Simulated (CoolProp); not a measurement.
A single-stage vapour-compression cycle with R236EA: evaporating at 284.15 K (dew point), condensing at 330.15 K (bubble point), superheat 8 K, subcooling 8 K, compressor efficiency 0.65, no pressure losses. Each further row changes one setting.

Model: reference Helmholtz-energy equation of state, Rui 2013, in CoolProp.

```json
[
 {"case": "as stated", "cooling COP": "3.40", "pressure ratio": "4.52", "discharge temperature (K)": "339.9", "refrigerating effect (kJ/kg)": "122", "volumetric capacity (kJ/m³)": "979"},
 {"case": "evaporating temperature 289.15 K", "cooling COP": "(withheld)", "pressure ratio": "3.73", "discharge temperature (K)": "(withheld)", "refrigerating effect (kJ/kg)": "125", "volumetric capacity (kJ/m³)": "1210"},
 {"case": "condensing temperature 325.15 K", "cooling COP": "3.94", "pressure ratio": "(withheld)", "discharge temperature (K)": "335.2", "refrigerating effect (kJ/kg)": "128", "volumetric capacity (kJ/m³)": "1030"},
 {"case": "subcooling 13 K", "cooling COP": "(withheld)", "pressure ratio": "4.52", "discharge temperature (K)": "339.9", "refrigerating effect (kJ/kg)": "128", "volumetric capacity (kJ/m³)": "1030"},
 {"case": "superheat 18 K", "cooling COP": "(withheld)", "pressure ratio": "4.52", "discharge temperature (K)": "(withheld)", "refrigerating effect (kJ/kg)": "(withheld)", "volumetric capacity (kJ/m³)": "1010"},
 {"case": "compressor efficiency 0.55", "cooling COP": "2.88", "pressure ratio": "4.52", "discharge temperature (K)": "346.4", "refrigerating effect (kJ/kg)": "122", "volumetric capacity (kJ/m³)": "979"}
]
```

Q: Some entries are withheld; supply them.

A: 
- evaporating temperature 289.15 K, cooling COP: 3.99
- evaporating temperature 289.15 K, discharge temperature (K): 339.3
- condensing temperature 325.15 K, pressure ratio: 3.93
- subcooling 13 K, cooling COP: 3.58
- superheat 18 K, cooling COP: 3.49
- superheat 18 K, discharge temperature (K): 350.2
- superheat 18 K, refrigerating effect (kJ/kg): 130
